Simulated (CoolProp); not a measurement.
Vapour-liquid equilibrium of CHF3 (R23) (1) + R143a (2) at 226.1 K; x and y are mole fractions of (1).

Computed with CoolProp (multi-fluid Helmholtz-energy mixture model, Penoncello 2003 and Lemmon and Jacobsen 2000; pair parameters Bell 2016).

```json
[
 {"x": "0.05", "bubble pressure (MPa)": "0.1197", "y at the bubble point": "0.182", "dew pressure at overall composition x (MPa)": "0.1065", "liquid density (mol/L)": "14.07"},
 {"x": "0.15", "bubble pressure (MPa)": "0.1590", "y at the bubble point": "0.442", "dew pressure at overall composition x (MPa)": "0.1162", "liquid density (mol/L)": "14.47"},
 {"x": "0.25", "bubble pressure (MPa)": "0.2025", "y at the bubble point": "0.610", "dew pressure at overall composition x (MPa)": "0.1279", "liquid density (mol/L)": "14.88"},
 {"x": "0.35", "bubble pressure (MPa)": "0.2483", "y at the bubble point": "0.722", "dew pressure at overall composition x (MPa)": "0.1423", "liquid density (mol/L)": "15.30"},
 {"x": "0.45", "bubble pressure (MPa)": "0.2947", "y at the bubble point": "0.799", "dew pressure at overall composition x (MPa)": "0.1605", "liquid density (mol/L)": "15.75"},
 {"x": "0.55", "bubble pressure (MPa)": "0.3404", "y at the bubble point": "0.855", "dew pressure at overall composition x (MPa)": "0.1843", "liquid density (mol/L)": "16.21"},
 {"x": "0.65", "bubble pressure (MPa)": "0.3851", "y at the bubble point": "0.897", "dew pressure at overall composition x (MPa)": "0.2167", "liquid density (mol/L)": "16.69"},
 {"x": "0.75", "bubble pressure (MPa)": "0.4288", "y at the bubble point": "0.931", "dew pressure at overall composition x (MPa)": "0.2635", "liquid density (mol/L)": "17.19"},
 {"x": "0.85", "bubble pressure (MPa)": "0.4722", "y at the bubble point": "0.960", "dew pressure at overall composition x (MPa)": "0.3361", "liquid density (mol/L)": "17.73"},
 {"x": "0.95", "bubble pressure (MPa)": "0.5164", "y at the bubble point": "0.987", "dew pressure at overall composition x (MPa)": "0.4561", "liquid density (mol/L)": "18.30"}
]
```

No azeotrope shows between x = 0.05 and 0.95.

Pair parameters are fitted to limited data, so mixtures are less certain than the pure fluids.
